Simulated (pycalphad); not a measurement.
CALPHAD calculation (pycalphad, COST 507 light-alloy database (1999)), 1 atm. These are 1990s assessments: newer ones move some temperatures and phases. Phase fractions are per mole of atoms.

Task: Give the equilibrium state of Al-2.24Mn-5.82Si (at.%) at 417 °C.

Result: 
```
T = 690.00 K, P = 101325 Pa, N = 1 mol of atoms
G = -26326 J/mol, H = 7657 J/mol, S = 49.25 J/(mol K)  (SER reference)
chemical potentials (J/mol): Al -24382, Mn -130074, Si -17103
phase             fraction      x(Al)      x(Mn)      x(Si)
FCC_A1              0.8318     0.9969   2.47e-05     0.0031
ALMNSI_ALPHA        0.1287     0.7012     0.1739     0.1249
DIAMOND_A4          0.0395    2.2e-08       none     1.0000
```

Task: Give the equilibrium state of Al-2.24Mn-5.82Si (at.%) at 617 °C.

Result: 
```
T = 890.00 K, P = 101325 Pa, N = 1 mol of atoms
G = -37288 J/mol, H = 21887 J/mol, S = 66.49 J/(mol K)  (SER reference)
chemical potentials (J/mol): Al -35337, Mn -128510, Si -32989
phase             fraction      x(Al)      x(Mn)      x(Si)
LIQUID              0.6356     0.9304     0.0030     0.0665
FCC_A1              0.2481     0.9917     0.0010     0.0073
ALMNSI_ALPHA        0.1163     0.7049     0.1739     0.1212
```

Database names, with the compositions (at.%) that they take in these runs: ALMNSI_ALPHA: Al 70 Mn 17 Si 12. FCC_A1 is fcc; DIAMOND_A4 is diamond (Si). An entry "none" or "no" means that the model of the phase leaves that element out.
